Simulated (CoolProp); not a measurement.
Vapour-liquid equilibrium of benzene (1) + n-octane (2) at 444.9 K; x and y are mole fractions of (1).

Model: multi-fluid Helmholtz-energy mixture model, Thol 2012 and Beckmüller 2019; pair parameters Bell 2016, in CoolProp.

Task: Give the bubble pressure and the first vapour's composition at x = 0.05, 0.15, 0.45. Is there an azeotrope?

Result: x = 0.05: 0.3435 MPa, y = 0.124; x = 0.15: 0.4068 MPa, y = 0.322; x = 0.45: 0.5915 MPa, y = 0.672. No azeotrope shows between x = 0.05 and 0.95.

Pair parameters are fitted to limited data, so mixtures are less certain than the pure fluids.
